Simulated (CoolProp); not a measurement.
Saturation properties of n-nonane (Tc = 321.4 °C, pc = 22.82 bar, ω = 0.443).

Values from CoolProp's reference Helmholtz-energy equation of state, Lemmon 2006. It is a short technical equation, of lower accuracy than the large ones.

```csv
T (°C),p (bar),vapour density (kg/m³),liquid cp (kJ/(kg K)),surface tension (mN/m),liquid viscosity (µPa s),vapour viscosity (µPa s)
163.75,1.412,5.379,2.793,10.1,190,7.78
168.45,1.583,6.006,2.815,9.71,183,7.86
173.15,1.769,6.690,2.837,9.34,177,[?]
177.85,1.972,7.436,2.859,[?],171,8.02
182.55,2.193,8.248,2.882,8.60,165,8.10
187.25,2.432,9.130,2.905,8.23,160,[?]
191.95,2.691,10.09,[?],7.87,154,8.26
196.65,[?],11.13,2.951,7.51,149,8.35
201.35,3.271,12.26,2.975,7.15,144,8.43
206.05,3.595,13.48,3.000,6.80,139,8.52
210.75,3.943,14.81,3.025,[?],134,8.61
215.45,4.316,[?],3.051,6.11,129,[?]
220.15,4.715,17.80,3.077,5.77,125,8.80
```

Task: Fill in the missing entries.

Result: 
- 173.15, vapour viscosity (µPa s): 7.94
- 177.85, surface tension (mN/m): 8.96
- 187.25, vapour viscosity (µPa s): 8.18
- 191.95, liquid cp (kJ/(kg K)): 2.928
- 196.65, p (bar): 2.970
- 210.75, surface tension (mN/m): 6.45
- 215.45, vapour density (kg/m³): 16.24
- 215.45, vapour viscosity (µPa s): 8.70

It boils at 150.8 °C under 1 atm.

Viscosity comes from a separate model (Huber 2004). Surface tension comes from a separate correlation (Mulero 2012).
